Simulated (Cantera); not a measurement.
# N2O furnace oxynitridation

An isothermal, constant-pressure homogeneous reactor starts with N2O : H2 : N2 = 0.31 : 0.0026 : 3.7 (molar parts), at 1523 K and 650 Pa.

Model: GRI-Mech 3.0 (53 species, 325 reactions), integrated in Cantera. GRI-Mech 3.0 was tuned for natural gas; its chemistry of N2O as a main component is partial and can be far from experiment. Radical loss at walls, strong at low pressure, is not modelled.

```csv
t (s),x N2O,x H2,x HO2,x OH,x N2,x NO
1.00e-5,0.0773,0.000648,<1e-12,6.11e-11,0.922,1.04e-10
4.61e-5,0.0773,0.000648,<1e-12,1.33e-9,0.922,2.19e-9
0.000213,0.0773,0.000648,1.62e-11,3.12e-8,0.922,4.61e-8
0.000980,0.0772,0.000647,1.85e-9,7.83e-7,0.922,9.29e-7
0.00452,0.0771,0.000636,1.57e-7,1.42e-5,0.922,1.52e-5
0.0208,0.0764,0.000469,2.13e-6,8.71e-5,0.923,0.000140
0.0960,0.0731,6.43e-5,1.61e-6,6.74e-5,0.924,0.000736
0.443,0.0613,4.74e-7,4.30e-7,3.97e-5,0.929,0.00332
2.04,0.0276,4.34e-7,7.90e-8,4.01e-5,0.943,0.0106
9.41,0.000773,6.08e-7,2.48e-9,3.72e-5,0.954,0.0160
43.4,8.91e-8,1.17e-7,1.14e-9,1.62e-5,0.954,0.0161
200,7.63e-8,1.17e-7,1.15e-9,1.61e-5,0.954,0.0161
```
x: mole fraction; the columns are a selection and need not sum to one.

Equilibrium at this temperature and pressure: N2O 3.44e-9, H2 1.03e-7, HO2 1.37e-9, OH 1.71e-5, N2 0.962, NO 0.000633 (gas phase only).
